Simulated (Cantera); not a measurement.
A Cantera script and what it prints.

```python
import numpy as np
import cantera as ct

gas_names = """
    CL CL2 H HCL H2 N NH NH2 NH3 N2 N2H2 N2H4 Si SiCL SiCL2 SiCL3 SiCL4 SiH SiHCL3 SiH2 SiH2CL2 SiH3
    SiH3CL SiH4 SiN Si2 Si2N Si3
""".split()
cond_names = """
    NH4CL(a) NH4CL(b) Si(cr) Si(L) Si3N4(a)
""".split()


# ... load() reads the species with a 1 bar reference pressure and builds the phases ...
atoms = {
    'Si2Cl6': {'Si': 2, 'CL': 6},
    'N2': {'N': 2},
    'H2': {'H': 2},
}
top_T = {'Si3N4(a)': 2400}  # K; cautious upper limits of use, not melting points


# ... equilibrate(T, P, feed) seeds the gas with the atoms and calls Mixture.equilibrate('TP', solver="vcs", rtol=1e-11, max_steps=5000) ...
results = []
feed = {'Si2Cl6': 1, 'N2': 55, 'H2': 78}  # mol
T = 2073.15  # K
P = 34000  # Pa
mix = equilibrate(T, P, feed)
results.append((T, P, feed, dict(zip(mix.species_names, mix.species_moles))))
print(gas.report(threshold=0.0001))
for i in range(1, mix.n_phases):
    print(f"{mix.phase(i).name:16s} {mix.phase_moles(i):12.5e} mol")
```

Result:

```
       temperature   2073.2 K
          pressure   34000 Pa
           density   0.027952 kg/m^3
  mean mol. weight   14.171 kg/kmol
   phase of matter   gas

                          1 kg             1 kmol
                     ---------------   ---------------
          enthalpy        3.8143e+06        5.4051e+07  J
   internal energy        2.5979e+06        3.6814e+07  J
           entropy             16539        2.3437e+05  J/K
    Gibbs function       -3.0473e+07       -4.3183e+08  J
 heat capacity c_p            2486.4             35234  J/K
 heat capacity c_v            1899.6             26920  J/K

                      mass frac. Y      mole frac. X     chem. pot. / RT
                     ---------------   ---------------   ---------------
                CL         0.0003841        0.00015354           -25.605
                 H        0.00023889         0.0033583           -10.633
               HCL          0.088171          0.034271           -36.238
                H2          0.078719           0.55333           -21.266
                N2           0.79767            0.4035           -29.049
                Si        0.00058197        0.00029365           -6.0898
              SiCL        0.00074827        0.00016689           -31.695
             SiCL2          0.032677         0.0046781             -57.3
     [  +20 minor]         0.0008083        0.00024568

Si(L)             1.26165e+00 mol
Si3N4(a)          0.00000e+00 mol
```

These are equilibrium values from Cantera (NASA tables, ideal gas, pure condensed phases), not measurements of a reactor. The feed counts by its element totals alone. The tables' values for SiCl, SiN, SiCl3 are old estimates; treat these amounts as uncertain. Gases not in the tables: Si2H6 and higher silanes.
